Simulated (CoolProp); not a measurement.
Vapour-liquid equilibrium of n-heptane (1) + m-xylene (2) at 0.326 MPa; x and y are mole fractions of (1).

Computed with CoolProp (multi-fluid Helmholtz-energy mixture model, Span 2003 and Zhou 2012; pair parameters Bell 2016).

```csv
x,bubble temperature (K),y at the bubble point,dew temperature at overall composition x (K),liquid density (mol/L)
0.05,457.5,0.124,460.1,6.585
0.2,446.9,0.393,(withheld),6.459
0.35,439.0,0.572,448.7,6.316
0.5,432.6,0.703,442.3,6.165
0.65,(withheld),0.808,435.3,(withheld)
0.8,422.6,0.897,(withheld),5.863
0.95,418.4,0.976,419.7,5.716
```

Task: Some entries are withheld; supply them.

Result: 
- 0.2, dew temperature at overall composition x (K): 454.6
- 0.65, bubble temperature (K): 427.3
- 0.65, liquid density (mol/L): 6.014
- 0.8, dew temperature at overall composition x (K): 427.7

No azeotrope shows between x = 0.05 and 0.95.

The pair parameters rest on a limited set of measurements; away from them the model extrapolates.
